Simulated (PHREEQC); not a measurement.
A solution holds 60 mmol/kgw Na2CO3 and 0.46 mmol/kgw H3BO3, at 40 °C. Closed to the air; pH follows from the charge balance.

The numbers come from PHREEQC with the ion-association model, phreeqc.dat.

Precipitation was switched off in this run.

### Question
Order these C species by the share of C that they hold, largest first: HCO3-, NaCO3-, CO3-2, NaHCO3.

### Answer
NaCO3- (52 %), CO3-2 (43 %), HCO3- (5.0 %), NaHCO3 (0.13 %)

The pH is 10.82 and the ionic strength 0.114 mol/kgw. At this temperature some constants are extrapolated from 25 °C, and those without enthalpy data are left unchanged.
